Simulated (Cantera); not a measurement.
What does this Cantera script print?

```python
import numpy as np
import cantera as ct

gas_names = [...]  # 47 gases of nasa_gas.yaml made of Cl, H, N, O, Si
cond_names = """
    H2O(s) H2O(L) NH4CL(a) NH4CL(b) Si(cr) Si(L) SiO2(Lqz) SiO2(hqz) SiO2(L) Si2N2O(s) Si3N4(a)
""".split()


# ... load() reads the species with a 1 bar reference pressure and builds the phases ...
atoms = {
    'SiH2Cl2': {'Si': 1, 'H': 2, 'CL': 2},
    'N2O': {'N': 2, 'O': 1},
    'H2': {'H': 2},
}
top_T = {'Si2N2O(s)': 2100, 'Si3N4(a)': 2400}  # K; cautious upper limits of use, not melting points


# ... equilibrate(T, P, feed) seeds the gas with the atoms and calls Mixture.equilibrate('TP', solver="vcs", rtol=1e-11, max_steps=5000) ...
results = []
feed = {'SiH2Cl2': 1, 'N2O': 13, 'H2': 54}  # mol
P = 610  # Pa
for T in [698, 723, 748, 773, 798, 823, 848, 873, 898, 923, 948]:
    mix = equilibrate(T, P, feed)
    results.append((T, P, feed, dict(zip(mix.species_names, mix.species_moles))))

top = {s: max(r[3][s] / sum(r[3][g] for g in gas_names) for r in results) for s in gas_names}
cols = sorted((s for s in top if top[s] > 1e-06), key=lambda s: -top[s])[:5]
seen = [c for c in cond_names if any(r[3].get(c, 0) > 1e-12 for r in results)]
print("log10 of partial pressures in bar; condensed amounts in mol")
print(f"{'T/K':>10s}" + "".join(f"{s[:9]:>10s}" for s in cols + seen))
for T, P, feed, n in results:
    ng = sum(n[g] for g in gas_names)
    print(f"{T:10.4g}" + "".join(f"{np.log10(max(n[s] / ng * P / 1e5, 1e-99)):10.3f}" for s in cols)
          + "".join(f"{n.get(c, 0):10.4g}" for c in seen))
```

It prints:

```
log10 of partial pressures in bar; condensed amounts in mol
       T/K        H2        N2       H2O       HCL       NH3 SiO2(Lqz) SiO2(hqz)
       698    -2.420    -2.940    -3.012    -3.752    -7.117         1         0
       723    -2.420    -2.940    -3.012    -3.752    -7.254         1         0
       748    -2.420    -2.940    -3.012    -3.752    -7.382         1         0
       773    -2.420    -2.940    -3.012    -3.752    -7.502         1         0
       798    -2.420    -2.940    -3.012    -3.752    -7.615         1         0
       823    -2.420    -2.940    -3.012    -3.752    -7.722         1         0
       848    -2.420    -2.940    -3.012    -3.752    -7.823         0         1
       873    -2.420    -2.940    -3.012    -3.752    -7.919         0         1
       898    -2.420    -2.940    -3.012    -3.752    -8.010         0         1
       923    -2.420    -2.940    -3.012    -3.752    -8.096         0         1
       948    -2.420    -2.940    -3.012    -3.752    -8.177         0         1
```

Equilibrium computed with Cantera from the NASA thermochemical tables; the gas is ideal and each condensed phase is pure.
